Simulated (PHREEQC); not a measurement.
Dissolve 0.12 mol/kgw HF, 0.048 mol/kgw NH4F and 0.13 mol/kgw HCl at 20 °C. Closed to the air; pH follows from the charge balance.

All values are PHREEQC results (ion-association model, wateq4f.dat), not measurements.

Precipitation was switched off in this run.

Order these F species by the share of F that they hold, largest first: F-, HF, HF2-, H2F2.

HF (60 %), H2F2 (39 %), F- (0.88 %), HF2- (0.67 %)

The pH is 1.16 and the ionic strength 0.132 mol/kgw. Complexes and solids missing from the database can't appear. wateq4f.dat counts part of the HF as a dimer, H2F2, which phreeqc.dat doesn't know; its constant is uncertain.
